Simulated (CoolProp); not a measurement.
Model: reference Helmholtz-energy equation of state, Akasaka 2019, in CoolProp.

Question: For R1234ze(Z), give the phase and the density (kg/m³), cp (kJ/(kg K)), cv (kJ/(kg K)), speed of sound (m/s) at 401.5 K and 2.85 MPa; 432.3 K and 2.85 MPa.

Answer: 
- 401.5 K and 2.85 MPa: liquid; density 851, cp 1.95, cv 1.07, speed of sound 233
- 432.3 K and 2.85 MPa: gas; density 140, cp 1.54, cv 1.08, speed of sound 129
